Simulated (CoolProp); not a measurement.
Dodecamethylpentasiloxane (MD3M) along the isobar 12.5 bar: fugacity coefficient from the reference equation and from simpler models built on Tc = 628.0 K, pc = 9.540 bar, ω = 0.730; each cubic takes its own stable root.

Values from CoolProp's reference Helmholtz-energy equation of state, Thol 2019.

```csv
T (K),phase,reference
486.3,liquid,0.05924
501.2,liquid,0.08268
516,liquid,0.1117
530.9,liquid,0.1472
545.7,liquid,0.1889
560.6,liquid,0.2374
575.4,liquid,0.2916
590.3,liquid,0.3517
605.1,liquid,0.4158
620,liquid,0.4831
```

Problem. How far does each simpler model (Redlich-Kwong, Soave-Redlich-Kwong, Peng-Robinson) lie from the reference over these 10 states: mean and median of the absolute difference, and the worst?

Solution. 
- Redlich-Kwong: mean 64.2 %, median 51.5 %, worst +161.0 % at 486.3 K and 12.5 bar
- Soave-Redlich-Kwong: mean 5.3 %, median 5.5 %, worst +6.0 % at 575.4 K and 12.5 bar
- Peng-Robinson: mean 2.1 %, median 2.2 %, worst +2.8 % at 486.3 K and 12.5 bar
